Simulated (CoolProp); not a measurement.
Computed with CoolProp (reference Helmholtz-energy equation of state, Lemmon 2006). It is a short technical equation, of lower accuracy than the large ones.

Task: For nitrous oxide, give the phase and the cp (kJ/(kg K)) at 342.6 K and 0.158 MPa; 342.6 K and 50 MPa.

Result: 
- 342.6 K and 0.158 MPa: gas; cp 0.926
- 342.6 K and 50 MPa: supercritical; cp 1.68
